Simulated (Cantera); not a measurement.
A perfectly stirred reactor is fed with 1.89 % CH4, 98.1 % N2, at 248 Torr; it is held at 1473 K, and followed from long to short residence time.

Model: GRI-Mech 3.0 (53 species, 325 reactions), integrated in Cantera. GRI-Mech 3.0 stops at C3 and has no aromatics, soot or wall deposition, so with more carbon than oxygen in the feed, carbon stays in small species such as C2H2 where larger ones or solid carbon would form.

Question: Predict: x(CH4) at τ = 0.320 s; x(CH3) at τ = 0.320 s; x(C2H2) at τ = 0.320 s; x(H) at τ = 0.320 s; x(CH2) at τ = 0.320 s; x(CH4) at τ = 8.00 ms; x(CH3) at τ = 8.00 ms; x(C2H2) at τ = 8.00 ms; x(H) at τ = 8.00 ms.

Answer: 
```json
{
 "x(CH4) at τ = 0.320 s": "0.0168",
 "x(CH3) at τ = 0.320 s": "4.85e-5",
 "x(C2H2) at τ = 0.320 s": "0.000718",
 "x(H) at τ = 0.320 s": "4.56e-7",
 "x(CH2) at τ = 0.320 s": "5.16e-9",
 "x(CH4) at τ = 8.00 ms": "0.0188",
 "x(CH3) at τ = 8.00 ms": "1.32e-5",
 "x(C2H2) at τ = 8.00 ms": "5.03e-8",
 "x(H) at τ = 8.00 ms": "1.30e-8"
}
```
